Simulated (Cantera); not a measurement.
Source: NASA polynomial tables (part measured, part estimated), evaluated in Cantera. Values are per mole of reaction as written; species without (g) are pure solids or liquids, kept so even where they would boil at 1 bar.

CaF2 ⇌ 2 F(g) + Ca

```
T (K)  ΔH° (kJ)  ΔS° (J/K)  ΔG° (kJ)  log10 K  condensed phases
-----  --------  ---------  --------  -------  ----------------
425      1384.6      291.3    1260.8  -154.96    CaF2(s), Ca(s)
625           ?          ?         ?        ?    CaF2(s), Ca(s)
825      1383.3      289.2    1144.7   -72.48    CaF2(s), Ca(s)
1025          ?          ?         ?        ?    CaF2(s), Ca(s)
1225     1385.9      291.1    1029.4   -43.89    CaF2(s), Ca(l)
1425     1377.0      284.6     971.5   -35.61    CaF2(s), Ca(l)
1625          ?          ?         ?        ?    CaF2(s), Ca(l)
1825     1332.8      257.9     862.2   -24.68    CaF2(l), Ca(l)
2025     1328.8      255.8     810.8   -20.91    CaF2(l), Ca(l)
2225          ?          ?         ?        ?    CaF2(l), Ca(l)
```

Question: Complete the blanks.

Answer: 
- 625, ΔH° (kJ): 1383.9
- 625, ΔS° (J/K): 289.9
- 625, ΔG° (kJ): 1202.7
- 625, log10 K: -100.51
- 1025, ΔH° (kJ): 1380.5
- 1025, ΔS° (J/K): 286.2
- 1025, ΔG° (kJ): 1087.2
- 1025, log10 K: -55.40
- 1625, ΔH° (kJ): 1368.2
- 1625, ΔS° (J/K): 278.8
- 1625, ΔG° (kJ): 915.2
- 1625, log10 K: -29.42
- 2225, ΔH° (kJ): 1324.8
- 2225, ΔS° (J/K): 253.9
- 2225, ΔG° (kJ): 759.8
- 2225, log10 K: -17.84
